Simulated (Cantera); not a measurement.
Input: 1 mol PbO, a varied amount of CH4, 0.44 mol N2, at 1225 K and 0.00133 bar.

These are equilibrium values from Cantera (NASA tables, ideal gas, pure condensed phases), not measurements of a reactor. Candidate condensed phases: C, C6H6, C7H8, C8H18, H2O, Pb, PbO, PbO2, Pb3O4; 139 gas species. Rates play no part.

x: gas mole fraction; n: condensed amount in mol.

| n(CH4) (mol) | x H2 | x Pb | x CO | x N2 | x H2O | x CO2 | n C(graphite) |
|---|---|---|---|---|---|---|---|
| 0.6 | 0.280 | 0.309 | 0.152 | 0.136 | 0.0902 | 0.0333 | 0 |
| 0.9 | 0.417 | 0.242 | 0.211 | 0.106 | 0.0180 | 0.00620 | 0 |
| 1.2 | 0.496 | 0.207 | 0.207 | 0.0909 | 2.69e-6 | 7.62e-7 | (withheld) |
| 1.5 | 0.551 | 0.184 | 0.184 | 0.0809 | 2.66e-6 | 6.03e-7 | (withheld) |
| 1.8 | 0.596 | 0.166 | 0.166 | 0.0728 | 2.59e-6 | 4.89e-7 | (withheld) |
| 2.1 | 0.633 | 0.151 | 0.151 | 0.0663 | 2.50e-6 | 4.05e-7 | (withheld) |
| 2.4 | 0.663 | 0.138 | 0.138 | 0.0608 | 2.40e-6 | 3.41e-7 | (withheld) |
| 2.7 | 0.689 | 0.128 | 0.128 | 0.0561 | 2.30e-6 | 2.90e-7 | (withheld) |
| 3 | 0.711 | 0.118 | 0.118 | 0.0521 | 2.21e-6 | 2.51e-7 | (withheld) |

**Question.** Fill in the missing entries.

**Answer.** 
- 1.2, n C(graphite): 0.200
- 1.5, n C(graphite): 0.500
- 1.8, n C(graphite): 0.800
- 2.1, n C(graphite): 1.10
- 2.4, n C(graphite): 1.40
- 2.7, n C(graphite): 1.70
- 3, n C(graphite): 2.00
